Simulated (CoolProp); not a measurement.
R134a along the isotherm 455 K: fugacity coefficient from the reference equation and from simpler models built on Tc = 374.2 K, pc = 4059 kPa, ω = 0.327; each cubic takes its own stable root.

Model: reference Helmholtz-energy equation of state, Tillner-Roth 1994, in CoolProp.

```tsv
p (kPa)	phase	reference
2710	gas	0.8898
5410	supercritical	0.7890
8120	supercritical	0.6990
10800	supercritical	0.6256
13500	supercritical	0.5701
16200	supercritical	0.5302
18900	supercritical	0.5018
21600	supercritical	0.4816
24400	supercritical	0.4668
27100	supercritical	0.4571
29800	supercritical	0.4509
32500	supercritical	0.4474
35200	supercritical	0.4462
37900	supercritical	0.4469
40600	supercritical	0.4492
```

Problem. How far does each simpler model (Redlich-Kwong, Soave-Redlich-Kwong, Peng-Robinson) lie from the reference over these 15 states: mean and median of the absolute difference, and the worst?

Solution. 
- Redlich-Kwong: mean 2.6 %, median 2.7 %, worst -5.0 % at 455 K and 10800 kPa
- Soave-Redlich-Kwong: mean 11.7 %, median 12.9 %, worst +20.6 % at 455 K and 40600 kPa
- Peng-Robinson: mean 2.3 %, median 2.3 %, worst +3.6 % at 455 K and 40600 kPa
